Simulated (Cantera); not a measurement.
A freely propagating, adiabatic, planar premixed flame of 51.2 % H2, 10.2 % O2, 38.5 % N2, unburnt at 473 K and 1.01 bar; multicomponent+Soret transport, grid criteria slope 0.08 and curve 0.16, no radiation.

Detailed kinetics in Cantera: the H2/O2 subset of GRI-Mech 3.0, which has no nitrogen chemistry. Burning velocities carry a grid error of a few per cent, more on coarse grids.

**Question.** Predict: laminar burning velocity; thermal thickness; peak x(O); peak x(HO2); peak x(OH).

**Answer.** 
```json
{
 "laminar_burning_velocity": "529 cm/s",
 "thermal_thickness": "0.412 mm",
 "peak x(O)": "0.00211",
 "peak x(HO2)": "0.000332",
 "peak x(OH)": "0.00197"
}
```
